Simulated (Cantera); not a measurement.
Charge: 1 mol CH3SiCl3, 0.017 mol CH4, 14 mol H2, at 2425 K and 3.15 Torr.

These are equilibrium values from Cantera (NASA tables, ideal gas, pure condensed phases), not measurements of a reactor. Candidate condensed phases: C, C6H6, C7H8, C8H18, Si, SiC; 109 gas species. The feed counts by its element totals alone. The tables' values for SiCl are old estimates; treat these amounts as uncertain. Gases not in the tables: Si2H6 and higher silanes. The numbers say what is thermodynamically allowed, not how fast it happens.

Base state: H2 0.593, H 0.213, HCl 0.113, Si 0.0351, Cl 0.0287, SiC2 0.00728, C2H2 (acetylene) 0.00463, SiCl2 0.00186 (mole fractions); condensed: C(graphite).

Q: What changes in the equilibrium state with this change: temperature from 2425 K to 1500 K?

A: 
```
species             before     after
----------------  --------  --------
H2                   0.593     0.825
HCl                  0.113     0.174
SiCl2              0.00186  0.000862
H                    0.213  0.000247
Si                  0.0351   1.83e-8
Cl                  0.0287   4.20e-5
SiC2               0.00728     <1e-9
Si2C               0.00114     <1e-9
SiH               0.000521   3.45e-9
C2H               0.000101     <1e-9
C(graphite), mol     0.499    0.0318
SiC(s), mol              0     0.985
```
The tables' values for SiCl3 are old estimates; treat these amounts as uncertain.
